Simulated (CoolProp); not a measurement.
Saturation properties of c-C4F8 (RC318).

Computed with CoolProp (reference Helmholtz-energy equation of state, Platzer 1990). This equation is an older, rougher fit; its heat capacities, sound speeds and derivatives of the liquid may be far off and weren't checked against measurements.

```tsv
T (K)	p (bar)	liquid density (kg/m³)	enthalpy of vaporisation (kJ/kg)
282.7	1.848	1558	110.8
289	2.308	1534	108.2
295.2	2.841	1510	105.5
301.4	3.463	1485	102.8
307.6	4.183	1459	99.85
313.9	5.024	1432	96.73
320.1	5.970	1404	93.49
326.3	7.043	1374	90.05
332.5	8.255	1344	86.39
338.8	9.638	1310	82.40
345	11.16	1275	78.15
351.2	12.86	1237	73.50
```

It boils at 267.2 K under 1 atm.
